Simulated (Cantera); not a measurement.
What does this Cantera script print?

```python
import numpy as np
import cantera as ct

gas_names = """
    C CN CO CO2 C2 CCN CNC C2N2 C2O C3 C3O2 C4 C4N2 C5 Fe FeC5O5 FeO N NCO NO NO2 NO3 N2 N2O O O2 O3
""".split()
cond_names = """
    C(gr) Fe(a) Fe(c) Fe(d) Fe(L) FeC5O5(L) FeO(s) FeO(L) Fe2O3(s) Fe3O4(s)
""".split()


# ... load() reads the species with a 1 bar reference pressure and builds the phases ...
atoms = {
    'Fe3O4': {'Fe': 3, 'O': 4},
    'C': {'C': 1},
    'N2': {'N': 2},
}
top_T = {'C(gr)': 4500, 'Fe2O3(s)': 1830, 'Fe3O4(s)': 1870}  # K; cautious upper limits of use, not melting points


# ... equilibrate(T, P, feed) seeds the gas with the atoms and calls Mixture.equilibrate('TP', solver="vcs", rtol=1e-11, max_steps=5000) ...
results = []
feed = {'Fe3O4': 1, 'C': 1.3, 'N2': 8.6}  # mol
P = 15000  # Pa
for T in [1625, 1675, 1725, 1775, 1825, 1875, 1925, 1975, 2025, 2075]:
    mix = equilibrate(T, P, feed)
    results.append((T, P, feed, dict(zip(mix.species_names, mix.species_moles))))

top = {s: max(r[3][s] / sum(r[3][g] for g in gas_names) for r in results) for s in gas_names}
cols = sorted((s for s in top if top[s] > 1e-05), key=lambda s: -top[s])[:6]
seen = [c for c in cond_names if any(r[3].get(c, 0) > 1e-12 for r in results)]
print("log10 of partial pressures in bar; condensed amounts in mol")
print(f"{'T/K':>10s}" + "".join(f"{s[:9]:>10s}" for s in cols + seen))
for T, P, feed, n in results:
    ng = sum(n[g] for g in gas_names)
    print(f"{T:10.4g}" + "".join(f"{np.log10(max(n[s] / ng * P / 1e5, 1e-99)):10.3f}" for s in cols)
          + "".join(f"{n.get(c, 0):10.4g}" for c in seen))
```

It prints:

```
log10 of partial pressures in bar; condensed amounts in mol
       T/K        N2        CO       CO2        Fe       FeO        NO     Fe(c)     Fe(d)     Fe(L)    FeO(s)    FeO(L)
      1625    -0.885    -1.766    -2.590    -5.761    -8.275    -8.102    0.4697         0         0      2.53         0
      1675    -0.885    -1.763    -2.610    -5.382    -7.814    -7.769         0    0.4619         0         0     2.538
      1725    -0.885    -1.760    -2.638    -5.026    -7.392    -7.466         0    0.4513         0         0     2.548
      1775    -0.885    -1.756    -2.665    -4.691    -6.995    -7.180         0    0.4414         0         0     2.557
      1825    -0.885    -1.753    -2.688    -4.378    -6.621    -6.907         0         0    0.4327         0     2.565
      1875    -0.885    -1.752    -2.703    -4.091    -6.268    -6.642         0         0    0.4254         0     2.569
      1925    -0.885    -1.751    -2.718    -3.819    -5.934    -6.390         0         0    0.4165         0     2.573
      1975    -0.886    -1.749    -2.732    -3.562    -5.618    -6.151         0         0    0.4045         0     2.577
      2025    -0.886    -1.749    -2.745    -3.318    -5.319    -5.925         0         0    0.3872         0     2.581
      2075    -0.887    -1.748    -2.759    -3.086    -5.035    -5.709         0         0    0.3614         0     2.584
```

These are equilibrium values from Cantera (NASA tables, ideal gas, pure condensed phases), not measurements of a reactor. Each liquid is taken as pure. Mutual solubility and eutectic melting of coexisting phases are not modelled. The tables' stoichiometric FeO is somewhat more stable than real wüstite, so its field is too wide. FeO: taken at fixed stoichiometry.
